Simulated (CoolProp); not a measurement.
Vapour-liquid equilibrium of m-xylene (1) + o-xylene (2) at 94.65 °C; x and y are mole fractions of (1).

Computed with CoolProp (multi-fluid Helmholtz-energy mixture model, Zhou 2012 and Zhou 2012; pair parameters Bell 2016).

| x | bubble pressure (MPa) | y at the bubble point | dew pressure at overall composition x (MPa) | liquid density (mol/L) |
|---|---|---|---|---|
| 0.05 | 0.02214 | 0.058 | [?] | 7.675 |
| 0.2 | 0.02271 | 0.227 | 0.02262 | 7.650 |
| 0.35 | 0.02332 | [?] | 0.02317 | 7.625 |
| 0.5 | 0.02395 | 0.543 | 0.02377 | 7.599 |
| 0.65 | 0.02457 | 0.687 | 0.02441 | [?] |
| 0.8 | 0.02517 | 0.825 | [?] | [?] |
| 0.95 | [?] | 0.957 | [?] | 7.524 |

Fill in the missing entries.


- 0.05, dew pressure at overall composition x (MPa): 0.02211
- 0.35, y at the bubble point: 0.389
- 0.65, liquid density (mol/L): 7.574
- 0.8, dew pressure at overall composition x (MPa): 0.02507
- 0.8, liquid density (mol/L): 7.549
- 0.95, bubble pressure (MPa): 0.02574
- 0.95, dew pressure at overall composition x (MPa): 0.02572

No azeotrope shows between x = 0.05 and 0.95.

Pair parameters are fitted to limited data, so mixtures are less certain than the pure fluids.
